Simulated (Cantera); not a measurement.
A Cantera script and its output.

```python
import numpy as np
import cantera as ct

gas = ct.Solution("h2o2.yaml")
gas.TPX = 1350, 2666, {'H2': 0.027, 'O2': 1}
inlet = ct.Reservoir(gas, clone=True)

reactor = ct.IdealGasConstPressureReactor(gas, energy="off", clone=False)
exhaust = ct.Reservoir(gas, clone=True)
tau = [5.4, 1.3, 0.32, 0.079, 0.019, 0.0047, 0.0012][0]
for a, b in ((inlet, reactor), (reactor, exhaust)):
    ct.MassFlowController(a, b, mdot=lambda t: reactor.mass / tau)
net = ct.ReactorNet([reactor])
show = ['H2', 'O2', 'H2O', 'OH', 'HO2', 'H2O2', 'H']

rows = []
print(f"{'tau/s':>10s}{'T/K':>9s}" + "".join(f"{s:>11s}" for s in show))
for tau in [5.4, 1.3, 0.32, 0.079, 0.019, 0.0047, 0.0012]:
    net.initial_time = 0.0
    net.advance(30 * tau)
    before = gas.X
    net.advance(40 * tau)
    drift = np.max(np.abs(gas.X - before) / (gas.X + 1e-9))
    rows.append([gas.T, *gas[show].X, drift])
    print(f"{tau:10.3e}{gas.T:9.1f}" + "".join(f"{x:11.3e}" for x in gas[show].X))
```

Result:

```
     tau/s      T/K         H2         O2        H2O         OH        HO2       H2O2          H
 5.400e+00   1350.0  1.706e-05  9.725e-01  2.633e-02  5.427e-04  3.633e-07  1.745e-08  1.073e-05
 1.300e+00   1350.0  4.059e-05  9.713e-01  2.612e-02  8.607e-04  6.763e-07  2.794e-08  4.286e-05
 3.200e-01   1350.0  9.251e-05  9.689e-01  2.574e-02  1.325e-03  1.133e-06  4.078e-08  1.563e-04
 7.900e-02   1350.0  2.026e-04  9.642e-01  2.509e-02  1.939e-03  1.686e-06  5.416e-08  4.854e-04
 1.900e-02   1350.0  4.433e-04  9.580e-01  2.409e-02  2.623e-03  2.209e-06  6.680e-08  1.134e-03
 4.700e-03   1350.0  1.072e-03  9.539e-01  2.268e-02  3.320e-03  2.616e-06  8.367e-08  1.839e-03
 1.200e-03   1350.0  3.040e-03  9.540e-01  1.997e-02  4.223e-03  2.975e-06  1.151e-07  2.370e-03
```

Computed with Cantera and the H2/O2 subset of GRI-Mech 3.0, which has no nitrogen chemistry. Radical loss at walls, strong at low pressure, is not modelled.
